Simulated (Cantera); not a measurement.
Feed: 1 mol SiCl4, 0.089 mol CH4, 48 mol H2, held at 1973.15 K.

Method: chemical equilibrium by Gibbs-energy minimisation in Cantera with the NASA 1993 tables (ideal gas, pure condensed phases). Candidate condensed phases: C, C6H6, C7H8, C8H18, Si, SiC; 109 gas species. Mutual solubility and eutectic melting of coexisting phases are not modelled. Gases not in the tables: Si2H6 and higher silanes. Kinetics and transport are ignored.

### Question
Which condensed phases are stable at each of these points (P (Pa)): 100, 400, 1600, 6300, 25000, 100000?

### Answer
| P (Pa) | condensed phases | Si condensed (%) |
|---|---|---|
| 100 | SiC(s) | 7.2 |
| 400 | SiC(s) | 8.0 |
| 1600 | Si(l) + SiC(s) | 37.5 |
| 6300 | Si(l) + SiC(s) | 46.8 |
| 25000 | Si(l) + SiC(s) | 49.4 |
| 100000 | Si(l) + SiC(s) | 50.1 |

From 0.00100 bar to 0.00400 bar the condensed part is SiC(s). From 0.0160 bar to 1.00 bar the condensed part is Si(l) + SiC(s).
